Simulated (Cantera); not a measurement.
A freely propagating, adiabatic, planar premixed flame of H2 : O2 : N2 = 1 : 0.417 : 1.57 (molar parts), equivalence ratio 1.2, unburnt at 400 K and 12000 Pa; mixture-averaged transport, grid criteria slope 0.08 and curve 0.16, no radiation.

Model: the H2/O2 subset of GRI-Mech 3.0, which has no nitrogen chemistry, integrated in Cantera. Burning velocities carry a grid error of a few per cent, more on coarse grids.

Task: Predict: laminar burning velocity; thermal thickness; peak x(HO2); peak x(H); peak x(H2O2).

Result: laminar burning velocity: 331 cm/s
thermal thickness: 6.55 mm
peak x(HO2): 9.83e-5
peak x(H): 0.0978
peak x(H2O2): 1.44e-5
